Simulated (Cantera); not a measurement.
# Thermodynamics of silicon nitride deposition, feed SiHCl₃ + N₂ + H₂

Charge: 1 mol SiHCl₃, 10 mol N₂, 1.4 mol H₂, held at 0.133 bar.

Method: chemical equilibrium by Gibbs-energy minimisation in Cantera with the NASA 1993 tables (ideal gas, pure condensed phases). Candidate condensed phases: NH₄Cl, Si, Si₃N₄; 28 gas species. N₂ is the only nitrogen source here; it is nearly inert below about 1500 K, so the nitride shown seldom forms there in practice. The tables' values for SiCl₃, SiCl are old estimates; treat these amounts as uncertain. Rates play no part.

```json
[
 {"T (°C)": "475", "log p N₂": "-1.00", "log p HCl": "-1.77", "log p H₂": "-1.94", "log p SiCl₂": "-12.57", "log p SiCl₄": "-2.44", "n Si₃N₄(s)": "0.218"},
 {"T (°C)": "575", "log p N₂": "-1.00", "log p HCl": "-1.73", "log p H₂": "-1.97", "log p SiCl₂": "-10.26", "log p SiCl₄": "-2.49", "n Si₃N₄(s)": "0.232"},
 {"T (°C)": "675", "log p N₂": "-1.00", "log p HCl": "-1.70", "log p H₂": "-2.00", "log p SiCl₂": "-8.45", "log p SiCl₄": "-2.54", "n Si₃N₄(s)": "0.242"},
 {"T (°C)": "775", "log p N₂": "-1.00", "log p HCl": "-1.67", "log p H₂": "-2.02", "log p SiCl₂": "-6.98", "log p SiCl₄": "-2.58", "n Si₃N₄(s)": "0.250"},
 {"T (°C)": "875", "log p N₂": "-1.00", "log p HCl": "-1.66", "log p H₂": "-2.04", "log p SiCl₂": "-5.78", "log p SiCl₄": "-2.62", "n Si₃N₄(s)": "0.257"},
 {"T (°C)": "975", "log p N₂": "-1.00", "log p HCl": "-1.65", "log p H₂": "-2.06", "log p SiCl₂": "-4.78", "log p SiCl₄": "-2.66", "n Si₃N₄(s)": "0.261"},
 {"T (°C)": "1075", "log p N₂": "-1.00", "log p HCl": "-1.64", "log p H₂": "-2.07", "log p SiCl₂": "-3.95", "log p SiCl₄": "-2.72", "n Si₃N₄(s)": "0.261"},
 {"T (°C)": "1175", "log p N₂": "-1.00", "log p HCl": "-1.64", "log p H₂": "-2.07", "log p SiCl₂": "-3.26", "log p SiCl₄": "-2.82", "n Si₃N₄(s)": "0.250"},
 {"T (°C)": "1275", "log p N₂": "-1.00", "log p HCl": "-1.67", "log p H₂": "-2.04", "log p SiCl₂": "-2.73", "log p SiCl₄": "-3.05", "n Si₃N₄(s)": "0.218"},
 {"T (°C)": "1375", "log p N₂": "-1.00", "log p HCl": "-1.73", "log p H₂": "-1.99", "log p SiCl₂": "-2.38", "log p SiCl₄": "-3.47", "n Si₃N₄(s)": "0.158"},
 {"T (°C)": "1475", "log p N₂": "-1.00", "log p HCl": "-1.83", "log p H₂": "-1.93", "log p SiCl₂": "-2.17", "log p SiCl₄": "-4.05", "n Si₃N₄(s)": "0.0886"}
]
```
log p: log10 of the partial pressure in bar; n: condensed amount in mol.

From 475 °C to 1475 °C the condensed part is Si₃N₄(s). The main Si-bearing gas is SiCl₄ at 475 °C and SiCl₂ at 1475 °C.
